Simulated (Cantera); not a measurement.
**Adiabatic ignition**

An adiabatic, constant-pressure homogeneous reactor starts with CO : H2 : CH4 : O2 : N2 = 1 : 0.99 : 0.39 : 2.31 : 8.67 (molar parts), equivalence ratio 0.77, at 1775 K and 42000 Pa.

Computed with Cantera and GRI-Mech 3.0 (53 species, 325 reactions).

```
t (s)     T (K)    x CO    x H2   x CH4    x C2H6       x O    x HO2
--------  -----  ------  ------  ------  --------  --------  -------
1.00e-6    1775  0.0749  0.0741  0.0292    <1e-12   2.44e-7  6.75e-7
2.98e-6    1775  0.0748  0.0741  0.0292  2.10e-11   9.97e-7  1.91e-6
8.91e-6    1775  0.0748  0.0741  0.0291   5.02e-9   7.03e-6  4.99e-6
2.66e-5    1789  0.0752  0.0705  0.0249   2.62e-5  0.000460  7.49e-5
7.94e-5    2232  0.0572  0.0180  <1e-12    <1e-12    0.0327  4.15e-6
0.000237   2390  0.0542  0.0165  <1e-12    <1e-12    0.0274  3.72e-6
0.000707   2618  0.0489  0.0133  <1e-12    <1e-12    0.0190  5.29e-6
0.00211    2722  0.0450  0.0115  <1e-12    <1e-12    0.0147  7.39e-6
0.00630    2718  0.0449  0.0115  <1e-12    <1e-12    0.0139  7.08e-6
0.0188     2717  0.0449  0.0115  <1e-12    <1e-12    0.0136  6.98e-6
0.0561     2717  0.0449  0.0115  <1e-12    <1e-12    0.0136  6.98e-6
0.168      2717  0.0449  0.0115  <1e-12    <1e-12    0.0136  6.98e-6
0.500      2717  0.0449  0.0115  <1e-12    <1e-12    0.0136  6.98e-6
```
x: mole fraction; the columns are a selection and need not sum to one.

```json
{
  "time_of_steepest_temperature_rise": "35.9 µs",
  "temperature at 0.500 s": "2717 K",
  "equilibrium_temperature": "2717 K",
  "x(CO) at 0.500 s": "0.0449 (gas-phase equilibrium 0.0449)",
  "x(H2) at 0.500 s": "0.0115 (gas-phase equilibrium 0.0115)",
  "x(CH4) at 0.500 s": "<1e-12 (gas-phase equilibrium <1e-12)"
}
```
